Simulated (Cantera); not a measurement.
An isothermal, constant-pressure homogeneous reactor starts with CH4 : H2 : CO2 = 0.028 : 1 : 0.021 (molar parts), at 2125 K and 1330 Pa.

Model: GRI-Mech 3.0 (53 species, 325 reactions), integrated in Cantera. Radical loss at walls, strong at low pressure, is not modelled.

x: mole fraction; the columns are a selection and need not sum to one.

| t (s) | x CH4 | x H2 | x CO2 | x C2H | x CO |
|---|---|---|---|---|---|
| 0.000800 | 0.0260 | 0.952 | 0.0198 | 5.24e-11 | 0.000242 |
| 0.00200 | 0.0250 | 0.949 | 0.0185 | 4.60e-9 | 0.00147 |
| 0.00500 | 0.0214 | 0.941 | 0.0126 | 1.88e-7 | 0.00734 |
| 0.0125 | 0.0121 | 0.933 | 0.00221 | 1.65e-6 | 0.0178 |
| 0.0313 | 0.00398 | 0.934 | 8.50e-5 | 3.73e-6 | 0.0205 |
| 0.0783 | 0.00120 | 0.934 | 7.69e-5 | 4.94e-6 | 0.0221 |
| 0.196 | 0.000672 | 0.933 | 6.82e-5 | 4.92e-6 | 0.0259 |
| 0.490 | (withheld) | 0.934 | (withheld) | (withheld) | (withheld) |
| 1.23 | 0.000137 | 0.933 | 1.27e-5 | 2.94e-6 | 0.0362 |
| 3.06 | (withheld) | 0.930 | (withheld) | 2.78e-6 | 0.0376 |
| 7.67 | 5.28e-6 | 0.929 | 5.92e-10 | 2.86e-6 | 0.0377 |
| 19.2 | 5.03e-6 | 0.929 | 1.92e-10 | 2.87e-6 | 0.0377 |
| 48.0 | 5.03e-6 | 0.929 | 1.92e-10 | 2.87e-6 | 0.0377 |
| 120 | 5.03e-6 | 0.929 | 1.92e-10 | 2.87e-6 | 0.0377 |
| 300 | 5.03e-6 | 0.929 | 1.92e-10 | 2.87e-6 | 0.0377 |

**Question.** What belongs in the gaps?

**Answer.** 
- 0.490, x CH4: 0.000366
- 0.490, x CO2: 4.30e-5
- 0.490, x C2H: 3.91e-6
- 0.490, x CO: 0.0316
- 3.06, x CH4: 2.93e-5
- 3.06, x CO2: 6.79e-7
